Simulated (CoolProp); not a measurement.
CH2F2 (R32) along the isobar 3740 kPa: Z from the reference equation and from simpler models built on Tc = 78.1 °C, pc = 5783 kPa, ω = 0.277; each cubic takes its own stable root.

Computed with CoolProp (reference Helmholtz-energy equation of state, Tillner-Roth 1997).

```tsv
T (°C)	phase	reference	van der Waals	Soave-Redlich-Kwong	Peng-Robinson
9.35	liquid	0.08014	0.1533	0.1037	0.09150
20.25	liquid	0.08034	0.1539	0.1047	0.09240
31.05	liquid	0.08117	0.1562	0.1069	0.09440
41.95	liquid	0.08297	0.1618	0.1111	0.09818
52.85	liquid	0.08662	0.6819	0.1192	0.1054
63.75	gas	0.6177	0.7210	0.6654	0.6421
74.65	gas	0.6829	0.7516	0.7184	0.6959
85.55	gas	0.7290	0.7766	0.7581	0.7363
96.45	gas	0.7646	0.7976	0.7897	0.7686
107.35	gas	0.7933	0.8156	0.8157	0.7953
118.25	gas	0.8171	0.8313	0.8376	0.8178
129.15	gas	0.8371	0.8450	0.8563	0.8371
140.05	gas	0.8543	0.8571	0.8725	0.8539
150.95	gas	0.8691	0.8679	0.8866	0.8685
161.85	gas	0.8821	0.8776	0.8990	0.8815
```

At some of these states van der Waals gives the other phase, because its saturation line lies elsewhere.
